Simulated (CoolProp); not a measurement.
Vapour-liquid equilibrium of R13 (1) + isobutane (2) at 0.365 bar; x and y are mole fractions of (1).

The numbers come from the multi-fluid Helmholtz-energy mixture model, Platzer 1990 and Bücker 2006; pair parameters Bell 2016 in CoolProp. This equation is an older, rougher fit; its heat capacities, sound speeds and derivatives of the liquid may be far off and weren't checked against measurements.

```json
[
 {"x": "0.05", "bubble temperature (K)": "213.4", "y at the bubble point": "0.751", "dew temperature at overall composition x (K)": "236.9", "liquid density (mol/L)": "11.20"},
 {"x": "0.125", "bubble temperature (K)": "197.7", "y at the bubble point": "0.920", "dew temperature at overall composition x (K)": "235.3", "liquid density (mol/L)": "11.67"},
 {"x": "0.2", "bubble temperature (K)": "?", "y at the bubble point": "?", "dew temperature at overall composition x (K)": "233.5", "liquid density (mol/L)": "12.01"},
 {"x": "0.275", "bubble temperature (K)": "186.6", "y at the bubble point": "0.971", "dew temperature at overall composition x (K)": "231.6", "liquid density (mol/L)": "12.30"},
 {"x": "0.35", "bubble temperature (K)": "184.1", "y at the bubble point": "0.978", "dew temperature at overall composition x (K)": "229.6", "liquid density (mol/L)": "12.57"},
 {"x": "0.425", "bubble temperature (K)": "182.3", "y at the bubble point": "0.982", "dew temperature at overall composition x (K)": "227.3", "liquid density (mol/L)": "12.84"},
 {"x": "0.5", "bubble temperature (K)": "181.0", "y at the bubble point": "?", "dew temperature at overall composition x (K)": "224.8", "liquid density (mol/L)": "13.11"},
 {"x": "0.575", "bubble temperature (K)": "179.9", "y at the bubble point": "0.988", "dew temperature at overall composition x (K)": "222.0", "liquid density (mol/L)": "13.38"},
 {"x": "0.65", "bubble temperature (K)": "179.0", "y at the bubble point": "0.990", "dew temperature at overall composition x (K)": "218.8", "liquid density (mol/L)": "13.66"},
 {"x": "0.725", "bubble temperature (K)": "178.1", "y at the bubble point": "0.991", "dew temperature at overall composition x (K)": "214.9", "liquid density (mol/L)": "13.96"},
 {"x": "0.8", "bubble temperature (K)": "177.2", "y at the bubble point": "0.993", "dew temperature at overall composition x (K)": "210.1", "liquid density (mol/L)": "14.26"},
 {"x": "0.875", "bubble temperature (K)": "176.3", "y at the bubble point": "0.996", "dew temperature at overall composition x (K)": "203.4", "liquid density (mol/L)": "14.58"},
 {"x": "0.95", "bubble temperature (K)": "175.3", "y at the bubble point": "0.998", "dew temperature at overall composition x (K)": "192.2", "liquid density (mol/L)": "14.92"}
]
```

### Question
Fill in the missing entries.

### Answer

- 0.2, bubble temperature (K): 190.6
- 0.2, y at the bubble point: 0.957
- 0.5, y at the bubble point: 0.985

No azeotrope shows between x = 0.05 and 0.95.

The pair parameters rest on a limited set of measurements; away from them the model extrapolates. With so large a gap from Raoult's law the liquid may split in two, which this calculation doesn't test in full.
